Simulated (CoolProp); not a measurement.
A single-stage vapour-compression cycle with the fluid: evaporating at 272.15 K (dew point), condensing at 306.15 K (bubble point), superheat 0 K, subcooling 2 K, compressor efficiency 0.65, no pressure losses. The same conditions are run with several fluids, on thermodynamics alone (safety and materials aside).

The numbers come from the reference Helmholtz-energy equation of state of each fluid (R1224YDZ: Akasaka 2023; R236EA: Rui 2013; isobutene: Lemmon 2005; c-C4F8 (RC318): Platzer 1990; sulfur dioxide: Gao 2016; R245fa: Akasaka 2015) in CoolProp. The equations of Platzer and Polt are older, rougher fits.

```json
[
 {"fluid": "R1224YDZ", "cooling COP": "4.59", "pressure ratio": "3.69", "discharge temperature (K)": "?", "refrigerating effect (kJ/kg)": "?", "volumetric capacity (kJ/m³)": "503"},
 {"fluid": "R236EA", "cooling COP": "4.48", "pressure ratio": "3.60", "discharge temperature (K)": "?", "refrigerating effect (kJ/kg)": "129", "volumetric capacity (kJ/m³)": "674"},
 {"fluid": "isobutene", "cooling COP": "4.60", "pressure ratio": "3.03", "discharge temperature (K)": "?", "refrigerating effect (kJ/kg)": "?", "volumetric capacity (kJ/m³)": "1030"},
 {"fluid": "c-C4F8 (RC318)", "cooling COP": "4.21", "pressure ratio": "3.23", "discharge temperature (K)": "306.2", "refrigerating effect (kJ/kg)": "80.0", "volumetric capacity (kJ/m³)": "923"},
 {"fluid": "sulfur dioxide", "cooling COP": "4.63", "pressure ratio": "3.41", "discharge temperature (K)": "387.4", "refrigerating effect (kJ/kg)": "337", "volumetric capacity (kJ/m³)": "1480"},
 {"fluid": "R245fa", "cooling COP": "4.60", "pressure ratio": "3.89", "discharge temperature (K)": "317.0", "refrigerating effect (kJ/kg)": "164", "volumetric capacity (kJ/m³)": "507"}
]
```

Q: Fill in the missing entries.

A: 
- R1224YDZ, discharge temperature (K): 316.2
- R1224YDZ, refrigerating effect (kJ/kg): 141
- R236EA, discharge temperature (K): 310.4
- isobutene, discharge temperature (K): 319.5
- isobutene, refrigerating effect (kJ/kg): 311

The compression ends wet for: c-C4F8 (RC318).
